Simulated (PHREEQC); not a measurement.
# Nickel, zinc or cadmium bath: an equilibrium model

Solution (25 °C): 0.27 mol/kgw ZnSO4 and 1.7 mol/kgw NaOH. Closed to the air; pH follows from the charge balance.

Equilibrium calculation in PHREEQC: ion-association model, wateq4f.dat.

```yaml
pH: 13.57
ionic_strength: 1.91 mol/kgw
activity_of_water: 0.953
total_alkalinity: 1700 meq/kg
```

```
species    molality  activity   log γ
---------  --------  --------  ------
Na+            1.56      1.22  -0.107
OH-           0.661     0.353  -0.272
Zn(OH)4-2     0.230     0.223  -0.013
NaSO4-        0.143    0.0893  -0.204
SO4-2         0.127    0.0146  -0.939
Zn(OH)3-     0.0402    0.0399  -0.003
Zn(OH)2    0.000230  0.000358   0.191
```

No solid was allowed to form. The solution is supersaturated, for example in Zn(OH)2-e, Zn(OH)2-a, so a real one may precipitate; this is no full list. The ionic strength is past about 0.7 mol/kgw, beyond the range of this activity model, so the values are rough. Species that the database lacks are ignored.
